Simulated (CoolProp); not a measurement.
Saturation properties of nitrous oxide (Tc = 309.5 K, pc = 7.245 MPa, ω = 0.161).

Values from CoolProp's reference Helmholtz-energy equation of state, Lemmon 2006. It is a short technical equation, of lower accuracy than the large ones.

```json
[
 {"T (K)": "242", "p (MPa)": "1.269", "liquid density (kg/m³)": "1042", "liquid cp (kJ/(kg K))": "1.896", "vapour Z": "0.8460", "surface tension (mN/m)": "11.3"},
 {"T (K)": "245.1", "p (MPa)": "1.402", "liquid density (kg/m³)": "1030", "liquid cp (kJ/(kg K))": "1.917", "vapour Z": "0.8351", "surface tension (mN/m)": "10.7"},
 {"T (K)": "248.3", "p (MPa)": "1.551", "liquid density (kg/m³)": "1018", "liquid cp (kJ/(kg K))": "1.942", "vapour Z": "0.8232", "surface tension (mN/m)": "10.1"},
 {"T (K)": "251.4", "p (MPa)": "1.705", "liquid density (kg/m³)": "1005", "liquid cp (kJ/(kg K))": "1.969", "vapour Z": "0.8112", "surface tension (mN/m)": "9.46"},
 {"T (K)": "254.6", "p (MPa)": "1.876", "liquid density (kg/m³)": "992.1", "liquid cp (kJ/(kg K))": "1.999", "vapour Z": "0.7983", "surface tension (mN/m)": "8.84"},
 {"T (K)": "257.7", "p (MPa)": "2.053", "liquid density (kg/m³)": "978.9", "liquid cp (kJ/(kg K))": "2.032", "vapour Z": "0.7852", "surface tension (mN/m)": "8.24"},
 {"T (K)": "260.8", "p (MPa)": "2.242", "liquid density (kg/m³)": "965.4", "liquid cp (kJ/(kg K))": "2.068", "vapour Z": "0.7715", "surface tension (mN/m)": "7.65"},
 {"T (K)": "264", "p (MPa)": "2.450", "liquid density (kg/m³)": "951.1", "liquid cp (kJ/(kg K))": "2.111", "vapour Z": "0.7567", "surface tension (mN/m)": "7.05"},
 {"T (K)": "267.1", "p (MPa)": "2.664", "liquid density (kg/m³)": "936.7", "liquid cp (kJ/(kg K))": "2.159", "vapour Z": "0.7417", "surface tension (mN/m)": "6.48"},
 {"T (K)": "270.3", "p (MPa)": "2.900", "liquid density (kg/m³)": "921.3", "liquid cp (kJ/(kg K))": "2.215", "vapour Z": "0.7255", "surface tension (mN/m)": "5.89"},
 {"T (K)": "273.4", "p (MPa)": "3.142", "liquid density (kg/m³)": "905.8", "liquid cp (kJ/(kg K))": "2.278", "vapour Z": "0.7090", "surface tension (mN/m)": "5.34"},
 {"T (K)": "276.6", "p (MPa)": "3.407", "liquid density (kg/m³)": "889.1", "liquid cp (kJ/(kg K))": "2.355", "vapour Z": "0.6911", "surface tension (mN/m)": "4.77"},
 {"T (K)": "279.7", "p (MPa)": "3.680", "liquid density (kg/m³)": "872.1", "liquid cp (kJ/(kg K))": "2.445", "vapour Z": "0.6727", "surface tension (mN/m)": "4.24"},
 {"T (K)": "282.9", "p (MPa)": "3.977", "liquid density (kg/m³)": "853.7", "liquid cp (kJ/(kg K))": "2.558", "vapour Z": "0.6526", "surface tension (mN/m)": "3.70"},
 {"T (K)": "286", "p (MPa)": "4.282", "liquid density (kg/m³)": "834.7", "liquid cp (kJ/(kg K))": "2.695", "vapour Z": "0.6318", "surface tension (mN/m)": "3.18"}
]
```

It boils at 184.7 K under 1 atm.

Surface tension comes from a separate correlation (Mulero 2012).
